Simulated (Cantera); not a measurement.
Feed: 1 mol SiHCl3, 9.9 mol N2, held at 45.0 Pa.

Cantera equilibrium calculation (NASA polynomials, part measured and part estimated; ideal gas, pure solids and liquids). Candidate condensed phases: NH4Cl, Si, Si3N4; 28 gas species. N2 is the only nitrogen source here; it is nearly inert below about 1500 K, so the nitride shown seldom forms there in practice. Kinetics and transport are ignored.

### Question
Which condensed phases are stable at each of these points (T (°C)): 1077, 1127, 1177, 1227, 1277, 1327, 1377, 1427?

### Answer
```tsv
T (°C)	condensed phases	Si condensed (%)
1077	Si3N4(s)	5.5
1127	gas only	0.0
1177	gas only	0.0
1227	gas only	0.0
1277	gas only	0.0
1327	gas only	0.0
1377	gas only	0.0
1427	gas only	0.0
```

At 1077 °C the condensed part is Si3N4(s). From 1127 °C to 1427 °C nothing is condensed.
